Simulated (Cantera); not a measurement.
A closed system holds: 1 mol SiH2Cl2, 0.061 mol O3, 39 mol H2, at 0.133 bar.

Equilibrium computed with Cantera from the NASA thermochemical tables; the gas is ideal and each condensed phase is pure. Candidate condensed phases: H2O, Si, SiO2; 30 gas species. Mutual solubility and eutectic melting of coexisting phases are not modelled. The tables' values for SiCl3 are old estimates; treat these amounts as uncertain. The tables hold silica as quartz up to 1696 K and as liquid above; real silica turns to tridymite and cristobalite and melts near 1996 K. Rates play no part. All values below are at 1423 K.

Base state: H2 0.956, HCl 0.0381, SiCl2 0.00457, SiO 0.000884, SiCl3 0.000273, SiHCl3 0.000126, SiCl4 6.46e-5, SiH2Cl2 3.74e-5 (mole fractions); condensed: Si(s) + SiO2(β-quartz).

Task: What changes in the equilibrium state with this change: O3 from 0.061 to 0.88 mol?

Result: 
| species | before | after |
|---|---|---|
| H2 | 0.956 | 0.936 |
| HCl | 0.0381 | 0.0488 |
| H2O | 1.32e-6 | 0.0156 |
| SiO | 0.000884 | 7.34e-8 |
| SiCl2 | 0.00457 | <1e-9 |
| SiCl3 | 0.000273 | <1e-9 |
| SiHCl3 | 0.000126 | <1e-9 |
| Si(s), mol | 0.682 | 0 |
| SiO2(β-quartz), mol | 0.0733 | 1.000 |
